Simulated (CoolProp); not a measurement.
Saturation properties of c-C4F8 (RC318).

The numbers come from the reference Helmholtz-energy equation of state, Platzer 1990 in CoolProp. This equation is an older, rougher fit; its heat capacities, sound speeds and derivatives of the liquid may be far off and weren't checked against measurements.

```csv
T (K),p (kPa),enthalpy of vaporisation (kJ/kg),liquid viscosity (µPa s)
265.8,95.68,117.3,595
273.3,129.7,114.5,528
280.9,173.0,111.5,469
288.5,226.8,?,418
296,291.6,105.2,?
303.6,?,101.7,335
311.2,464.9,98.09,300
318.8,?,94.18,268
326.3,704.3,90.05,240
333.9,854.8,85.53,?
341.5,1028,80.59,191
349,1224,75.20,170
356.6,1449,69.06,149
364.2,1706,61.94,130
371.7,1992,53.43,?
```

Problem. What belongs in the gaps?

Solution. 
- 288.5, enthalpy of vaporisation (kJ/kg): 108.4
- 296, liquid viscosity (µPa s): 374
- 303.6, p (kPa): 370.6
- 318.8, p (kPa): 576.1
- 333.9, liquid viscosity (µPa s): 215
- 371.7, liquid viscosity (µPa s): 111

It boils at 267.2 K under 1 atm.

Viscosity comes from a separate model (Huber 2003), an estimate that may be off by 10 % or more.
